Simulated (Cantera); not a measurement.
A freely propagating, adiabatic, planar premixed flame of 26.5 % H2, 15.4 % O2, 58.1 % N2, unburnt at 450 K and 1.00 bar; mixture-averaged transport, grid criteria slope 0.08 and curve 0.16, no radiation.

Cantera simulation using the H2/O2 subset of GRI-Mech 3.0, which has no nitrogen chemistry; the numbers are that mechanism's predictions, not measurements. Burning velocities carry a grid error of a few per cent, more on coarse grids.

Question: Predict: laminar burning velocity; thermal thickness; peak x(O); peak x(HO2); peak x(H).

Answer: 
```
Item                         Value
------------------------  --------
laminar burning velocity  382 cm/s
thermal thickness         0.406 mm
peak x(O)                   0.0120
peak x(HO2)               0.000408
peak x(H)                   0.0383
```
